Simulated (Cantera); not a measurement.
Input (Python, Cantera) and output of one run.

```python
import numpy as np
import cantera as ct

gas_names = [...]  # 113 gases of nasa_gas.yaml made of C, H, O, Ti
cond_names = """
    C(gr) C6H6(L) C7H8(L) C8H18(L),n-octa H2O(s) H2O(L) Ti(a) Ti(b) Ti(L) TiC(s) TiC(L) TiO(a) TiO(b)
    TiO(L) TiO2(ru) TiO2(L) Ti2O3(a) Ti2O3(b) Ti2O3(L) Ti3O5(a) Ti3O5(b) Ti3O5(L) Ti4O7(s) Ti4O7(L)
""".split()


# ... load() reads the species with a 1 bar reference pressure and builds the phases ...
atoms = {
    'Ti': {'Ti': 1},
    'CO': {'C': 1, 'O': 1},
    'H2': {'H': 2},
}
top_T = {'C(gr)': 4500}  # K; cautious upper limits of use, not melting points


# ... equilibrate(T, P, feed) seeds the gas with the atoms and calls Mixture.equilibrate('TP', solver="vcs", rtol=1e-11, max_steps=5000) ...
results = []
feed = {'Ti': 1, 'CO': 1.3, 'H2': 8.6}  # mol
P = 100000  # Pa
for T in [1173, 1223, 1273, 1323, 1373, 1423, 1473, 1523, 1573, 1623, 1673, 1723, 1773, 1823]:
    mix = equilibrate(T, P, feed)
    results.append((T, P, feed, dict(zip(mix.species_names, mix.species_moles))))

top = {s: max(r[3][s] / sum(r[3][g] for g in gas_names) for r in results) for s in gas_names}
cols = sorted((s for s in top if top[s] > 0.0001), key=lambda s: -top[s])[:8]
seen = [c for c in cond_names if any(r[3].get(c, 0) > 1e-12 for r in results)]
print("log10 of partial pressures in bar; condensed amounts in mol")
print(f"{'T/K':>10s}" + "".join(f"{s[:9]:>10s}" for s in cols + seen))
for T, P, feed, n in results:
    ng = sum(n[g] for g in gas_names)
    print(f"{T:10.4g}" + "".join(f"{np.log10(max(n[s] / ng * P / 1e5, 1e-99)):10.3f}" for s in cols)
          + "".join(f"{n.get(c, 0):10.4g}" for c in seen))
```

Output:

```
log10 of partial pressures in bar; condensed amounts in mol
       T/K        H2        CO       CH4         H       H2O     C(gr)    TiC(s)  Ti2O3(b)  Ti3O5(b)
      1173    -0.009    -3.109    -1.728    -6.933    -4.567    0.9113    0.2241         0    0.2586
      1223    -0.007    -2.633    -1.889    -6.525    -4.337    0.9381    0.2321         0     0.256
      1273    -0.007    -2.197    -2.041    -6.150    -4.128    0.9143    0.2531         0     0.249
      1323    -0.010    -1.794    -2.188    -5.805    -3.939    0.7998    0.3043         0    0.2319
      1373    -0.019    -1.422    -2.336    -5.487    -3.771    0.4993    0.4229         0    0.1924
      1423    -0.034    -1.148    -2.530    -5.194    -3.648         0    0.6156         0    0.1281
      1473    -0.034    -1.128    -2.831    -4.915    -3.611         0    0.5954    0.2023         0
      1523    -0.034    -1.126    -3.114    -4.653    -3.588         0    0.5981    0.2009         0
      1573    -0.034    -1.125    -3.380    -4.408    -3.567         0    0.5995    0.2003         0
      1623    -0.034    -1.125    -3.628    -4.177    -3.548         0    0.6002    0.1999         0
      1673    -0.034    -1.124    -3.862    -3.961    -3.531         0    0.6006    0.1997         0
      1723    -0.034    -1.124    -4.081    -3.756    -3.515         0    0.6008    0.1996         0
      1773    -0.034    -1.124    -4.287    -3.563    -3.500         0     0.601    0.1995         0
      1823    -0.034    -1.124    -4.481    -3.380    -3.486         0    0.6011    0.1994         0
```

Equilibrium computed with Cantera from the NASA thermochemical tables; the gas is ideal and each condensed phase is pure. Mutual solubility and eutectic melting of coexisting phases are not modelled. TiC: taken at fixed stoichiometry.
